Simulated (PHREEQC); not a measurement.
## Reverse-osmosis permeate

Synthetic water in mg/L, 55 °C, pH 5.96, pe 12.6:

| constituent | mg/L |
|---|---|
| Na | 13.4 |
| K | 2.77 |
| Ca | 1.32 |
| Mg | 1.43 |
| Cl | 12 |
| S(6) as SO4 | 0.991 |
| Alkalinity as HCO3 | 30.3 |
| Si as SiO2 | 0.142 |

Valence states are taken as typed.

Equilibrium calculation in PHREEQC: ion-association model, phreeqc.dat.

```json
{
  "ionic_strength": "0.000947 mol/kgw",
  "specific_conductance": "161 µS/cm",
  "charge_balance_error": "-1.1 %"
}
```

| species | molality | activity | log γ |
|---|---|---|---|
| O2 | 0.00156 | 0.00156 | 0.000 |
| CO2 | 0.00102 | 0.00102 | 0.000 |
| Na+ | 0.000583 | 0.000562 | -0.016 |
| HCO3- | 0.000497 | 0.000479 | -0.016 |
| Cl- | 0.000338 | 0.000326 | -0.016 |
| K+ | 7.08e-5 | 6.83e-5 | -0.016 |
| Mg+2 | 5.82e-5 | 5.04e-5 | -0.063 |
| Ca+2 | 3.27e-5 | 2.82e-5 | -0.063 |
| SO4-2 | 1.00e-5 | 8.66e-6 | -0.063 |

No solid was allowed to form. Complexes and solids missing from the database can't appear. Away from 25 °C the constants follow the database's enthalpies or fits; those with neither stay at their 25 °C values.
